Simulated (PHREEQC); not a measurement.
A solution holds 0.0083 mol NiSO4 and 0.0013 mol NiCl2 per kg of water, at 44 °C. It is in equilibrium with CO2 at log p = -3.4 (atm). Otherwise closed; pH follows from the charge balance.

All values are PHREEQC results (ion-association model, wateq4f.dat), not measurements.

```csv
quantity,before,after
pH,5.53,5.66
ionic strength (mol/kgw),0.0268,0.000367
Ni+2 (mol/kgw),0.00702,9.45e-5
SO4-2 (mol/kgw),0.00575,8.15e-5
NiSO4 (mol/kgw),0.00255,1.46e-6
NiCl+ (mol/kgw),2.37e-5,5.63e-9
SI of Morenosite (NiSO4:7H2O),-2.72,-5.96
```

Which change was made?
A. temperature from 44 to 30 °C
B. diluted 5-fold with water
C. 0.0002 mol/kgw Ca(OH)2 added
D. diluted 100-fold with water
E. 0.016 mol/kgw LiOH added

D, diluted 100-fold with water

No solid was allowed to form. Away from 25 °C the constants follow the database's enthalpies or fits; those with neither stay at their 25 °C values.
